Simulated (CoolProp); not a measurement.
Vapour-liquid equilibrium of diethyl ether (1) + methanol (2) at 341.3 K; x and y are mole fractions of (1).

The numbers come from the multi-fluid Helmholtz-energy mixture model, Thol 2014 and de Reuck 1993; pair parameters Bell 2016 in CoolProp.

```
x     bubble pressure, mixture model (MPa)  bubble pressure, Raoult's law (MPa)  y, mixture model  y, Raoult's law
----  ------------------------------------  -----------------------------------  ----------------  ---------------
0.05                                0.1481                               0.1257             0.238            0.116
0.2                                 0.2125                               0.1520             0.522            0.385
0.35                                0.2479                               0.1784             0.629            0.574
0.5                                 0.2690                               0.2048             0.695            0.715
0.65                                0.2835                               0.2312             0.756            0.823
0.8                                 0.2933                               0.2576             0.831            0.909
0.95                                0.2952                               0.2840             0.945            0.979
```

The largest gap from Raoult's law is +39.8 % in bubble pressure, at x = 0.2. y crosses x between x = 0.8 and 0.95: the model has an azeotrope there.

Pair parameters are fitted to limited data, so mixtures are less certain than the pure fluids.
